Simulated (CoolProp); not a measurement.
A single-stage vapour-compression cycle with carbonyl sulfide: evaporating at 249.15 K (dew point), condensing at 298.15 K (bubble point), superheat 0 K, subcooling 2 K, compressor efficiency 0.8, no pressure losses. Each further row changes one setting.

Computed with CoolProp (reference Helmholtz-energy equation of state, Lemmon 2006). It is a short technical equation, of lower accuracy than the large ones.

| case | cooling COP | pressure ratio | discharge temperature (K) | refrigerating effect (kJ/kg) | volumetric capacity (kJ/m³) |
|---|---|---|---|---|---|
| as stated | 3.36 | 4.33 | 357.3 | 230 | 2100 |
| evaporating temperature 254.15 K | 3.89 | [?] | [?] | 232 | 2500 |
| condensing temperature 293.15 K | 3.83 | [?] | [?] | 237 | 2160 |
| subcooling 7 K | 3.46 | 4.33 | 357.3 | 237 | 2160 |
| superheat 10 K | 3.31 | 4.33 | 370.0 | 237 | 2060 |
| compressor efficiency 0.7 | 2.94 | 4.33 | [?] | 230 | 2100 |

Problem. What belongs in the gaps?

Solution. 
- evaporating temperature 254.15 K, pressure ratio: 3.63
- evaporating temperature 254.15 K, discharge temperature (K): 349.4
- condensing temperature 293.15 K, pressure ratio: 3.82
- condensing temperature 293.15 K, discharge temperature (K): 347.1
- compressor efficiency 0.7, discharge temperature (K): 369.2
